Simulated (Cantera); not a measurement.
# Premixed flame

A freely propagating, adiabatic, planar premixed flame of H₂ : O₂ : N₂ : H₂O = 1 : 0.238 : 0.895 : 0.46 (molar parts), unburnt at 723 K and 760 Torr; mixture-averaged transport, grid criteria slope 0.08 and curve 0.16, no radiation.

Cantera simulation using the H2/O2 subset of GRI-Mech 3.0, which has no nitrogen chemistry; the numbers are that mechanism's predictions, not measurements. Burning velocities carry a grid error of a few per cent, more on coarse grids.

| z (mm) | T (K) | u (m/s) | x H₂ | x O₂ | x H₂O | x O | x OH | x HO₂ |
|---|---|---|---|---|---|---|---|---|
| -1.31 | 723 | 9.36 | 0.386 | 0.0918 | 0.177 | <1e-8 | <1e-8 | <1e-8 |
| -0.872 | 723 | 9.36 | 0.386 | 0.0918 | 0.177 | <1e-8 | <1e-8 | <1e-8 |
| -0.654 | 723 | 9.36 | 0.386 | 0.0918 | 0.177 | <1e-8 | <1e-8 | 2.49e-8 |
| -0.436 | 723 | 9.36 | 0.386 | 0.0918 | 0.177 | 1.07e-8 | <1e-8 | 3.03e-6 |
| -0.218 | 749 | 9.63 | 0.380 | 0.0914 | 0.180 | 1.54e-5 | 6.11e-5 | 0.000293 |
| -0.109 | 918 | 11.6 | 0.354 | 0.0854 | 0.201 | 0.000255 | 0.000480 | 0.000228 |
| 0 | 1229 | 15.2 | 0.287 | 0.0587 | 0.262 | 0.00170 | 0.00159 | 9.90e-5 |
| 0.109 | 1456 | 17.8 | 0.221 | 0.0220 | 0.335 | 0.00228 | 0.00343 | 3.12e-5 |
| 0.218 | 1566 | 19.1 | 0.197 | 0.00619 | 0.366 | 0.00157 | 0.00431 | 8.24e-6 |
| 0.436 | 1664 | 20.1 | 0.194 | 0.00124 | 0.378 | 0.00103 | 0.00467 | 1.64e-6 |
| 0.872 | 1757 | 21.1 | 0.201 | 0.000583 | 0.383 | 0.000671 | 0.00440 | 7.94e-7 |
| 1.74 | 1843 | 22.0 | 0.207 | 0.000310 | 0.387 | 0.000367 | 0.00367 | 4.39e-7 |
| 3.49 | 1910 | 22.7 | 0.212 | 0.000139 | 0.391 | 0.000167 | 0.00270 | 2.14e-7 |
x: mole fraction of selected species; z is measured from the peak of heat release.

The laminar burning velocity is 936 cm/s, the thermal thickness is 0.436 mm and the peak x(O) comes out as 0.00237. The peak x(OH) is 0.00467 and the peak x(HO₂) is 0.000318. The grid points is 121.
